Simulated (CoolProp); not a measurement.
Properties of R365MFC along the isobar 0.963 MPa.

Model: reference Helmholtz-energy equation of state, Lemmon 2016, in CoolProp.

| T (K) | phase | cv (kJ/(kg K)) | expansivity (1/kK) | fugacity coefficient |
|---|---|---|---|---|
| 284.1 | liquid | 1.012 | 1.596 | 0.03313 |
| 303.7 | liquid | 1.043 | 1.720 | 0.07398 |
| 323.3 | liquid | 1.074 | 1.885 | 0.1459 |
| 343 | liquid | 1.106 | 2.114 | 0.2604 |
| 362.6 | liquid | 1.138 | 2.444 | 0.4256 |
| 382.2 | liquid | 1.172 | 2.968 | 0.6477 |
| 401.9 | gas | 1.205 | 5.662 | 0.8344 |
| 421.5 | gas | 1.202 | 4.348 | 0.8601 |
| 441.1 | gas | 1.209 | 3.640 | 0.8798 |
| 460.7 | gas | 1.224 | 3.199 | 0.8956 |
| 480.4 | gas | 1.245 | 2.892 | 0.9088 |
| 500 | gas | 1.269 | 2.664 | 0.9200 |
